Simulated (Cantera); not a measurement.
Mixture: CH4 : CO : O2 : N2 = 1 : 1.5 : 2.12 : 7.95 (molar parts), equivalence ratio 1.3, at 1.01 bar, adiabatic and at constant pressure. Ignition delay is the time to a rise of 400 K.

Detailed kinetics in Cantera: GRI-Mech 3.0 (53 species, 325 reactions).

Q: What does this change do: N2 7.95 to 5.8 parts?

A: 
```tsv
quantity	before	after
delay at 1150 K	0.176 s	0.140 s
delay at 1225 K	51.6 ms	41.1 ms
delay at 1300 K	16.6 ms	13.3 ms
delay at 1375 K	5.87 ms	4.74 ms
delay at 1450 K	2.30 ms	1.87 ms
delay at 1525 K	1.01 ms	0.832 ms
apparent activation energy between 1375 and 1525 K	200 kJ/mol	200 kJ/mol
```
